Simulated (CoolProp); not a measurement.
Vapour-liquid equilibrium of nitrogen (1) + oxygen (2) at 98.8 K; x and y are mole fractions of (1).

Values from CoolProp's multi-fluid Helmholtz-energy mixture model, Span 2000 and Schmidt 1985; pair parameters Gernert 2013.

| x | bubble pressure, mixture model (MPa) | bubble pressure, Raoult's law (MPa) | y, mixture model | y, Raoult's law |
|---|---|---|---|---|
| 0.05 | 0.2579 | 0.2537 | 0.147 | 0.141 |
| 0.125 | 0.2982 | 0.2901 | 0.311 | 0.308 |
| 0.2 | 0.3364 | 0.3266 | 0.431 | 0.438 |
| 0.275 | 0.3730 | 0.3630 | 0.526 | 0.542 |
| 0.35 | 0.4084 | 0.3995 | 0.604 | 0.627 |
| 0.425 | 0.4431 | 0.4360 | 0.670 | 0.697 |
| 0.5 | 0.4775 | 0.4724 | 0.727 | 0.757 |
| 0.575 | 0.5119 | 0.5089 | 0.779 | 0.808 |
| 0.65 | 0.5464 | 0.5453 | 0.825 | 0.853 |
| 0.725 | 0.5813 | 0.5818 | 0.867 | 0.892 |
| 0.8 | 0.6169 | 0.6182 | 0.907 | 0.926 |
| 0.875 | 0.6531 | 0.6547 | 0.943 | 0.956 |
| 0.95 | 0.6902 | 0.6911 | 0.978 | 0.983 |

The largest gap from Raoult's law is +3.0 % in bubble pressure, at x = 0.2. No azeotrope shows between x = 0.05 and 0.95.

Pair parameters are fitted to limited data, so mixtures are less certain than the pure fluids.
